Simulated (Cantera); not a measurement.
A perfectly stirred reactor is fed with CH4 : O2 : N2 = 0.016 : 0.022 : 1 (molar parts), equivalence ratio 1.5, at 9.90 bar; it is held at 1150 K, and followed from long to short residence time.

Detailed kinetics in Cantera: GRI-Mech 3.0 (53 species, 325 reactions). The temperature is held fixed by assumption; the heat of reaction is taken as removed at once.

Problem. What does this change do: temperature 1150 to 1523 K?

Solution. 
```json
[
 {"quantity": "x(CH4) at τ = 7.00 s", "before": "0.00307", "after": "0.00135"},
 {"quantity": "x(O2) at τ = 7.00 s", "before": "0.000837", "after": "5.85e-5"},
 {"quantity": "x(C2H4) at τ = 7.00 s", "before": "0.000157", "after": "1.21e-5"},
 {"quantity": "x(C2H2) at τ = 7.00 s", "before": "2.45e-5", "after": "0.000432"},
 {"quantity": "x(OH) at τ = 7.00 s", "before": "3.72e-9", "after": "7.99e-8"},
 {"quantity": "x(CH4) at τ = 0.230 s", "before": "0.00394", "after": "0.00196"},
 {"quantity": "x(O2) at τ = 0.230 s", "before": "0.00419", "after": "0.000714"},
 {"quantity": "x(C2H4) at τ = 0.230 s", "before": "0.000228", "after": "6.82e-5"},
 {"quantity": "x(C2H2) at τ = 0.230 s", "before": "9.16e-6", "after": "0.000399"},
 {"quantity": "x(OH) at τ = 0.230 s", "before": "4.95e-8", "after": "2.62e-7"}
]
```

Problem. What does this change do: O2 0.022 to 0.2 parts?

Solution. 
| quantity | before | after |
|---|---|---|
| x(CH4) at τ = 7.00 s | 0.00307 | 4.91e-5 |
| x(O2) at τ = 7.00 s | 0.000837 | 0.138 |
| x(C2H4) at τ = 7.00 s | 0.000157 | 3.80e-7 |
| x(C2H2) at τ = 7.00 s | 2.45e-5 | 1.82e-8 |
| x(OH) at τ = 7.00 s | 3.72e-9 | 2.00e-7 |
| x(CH4) at τ = 0.230 s | 0.00394 | 0.000447 |
| x(O2) at τ = 0.230 s | 0.00419 | 0.140 |
| x(C2H4) at τ = 0.230 s | 0.000228 | 6.67e-6 |
| x(C2H2) at τ = 0.230 s | 9.16e-6 | 1.46e-7 |
| x(OH) at τ = 0.230 s | 4.95e-8 | 5.76e-7 |
